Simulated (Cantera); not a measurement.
**Thermodynamics of thermal oxidation and active oxidation of silicon, feed Si + N2O + H2**

Input: 1 mol Si, 0.49 mol N2O, 14 mol H2, at 1073 K and 1.33 mbar.

Cantera equilibrium calculation (NASA polynomials, part measured and part estimated; ideal gas, pure solids and liquids). Candidate condensed phases: H2O, Si, SiO2, Si2N2O, Si3N4; 35 gas species. Mutual solubility and eutectic melting of coexisting phases are not modelled. The numbers say what is thermodynamically allowed, not how fast it happens.

The x(H2) is 1.00. The n(Si(s)) is 0.0200 mol and the n(Si2N2O(s)) is 0.490 mol. The gas amount is 14.00 mol.
